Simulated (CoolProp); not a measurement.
Carbon dioxide at 495.39 K and 0.254 MPa is throttled through a valve to 0.0547 MPa with no heat exchange. Each further row changes one setting.

Computed with CoolProp (reference Helmholtz-energy equation of state, Span 1996).

```tsv
case	temperature change (K)	final density (kg/m³)
as stated	-0.6	0.585
outlet pressure 0.0164 MPa	…	…
outlet pressure 0.0711 MPa	-0.6	…
```

### Question
What belongs in the gaps?

### Answer

- outlet pressure 0.0164 MPa, temperature change (K): -0.8
- outlet pressure 0.0164 MPa, final density (kg/m³): 0.176
- outlet pressure 0.0711 MPa, final density (kg/m³): 0.761
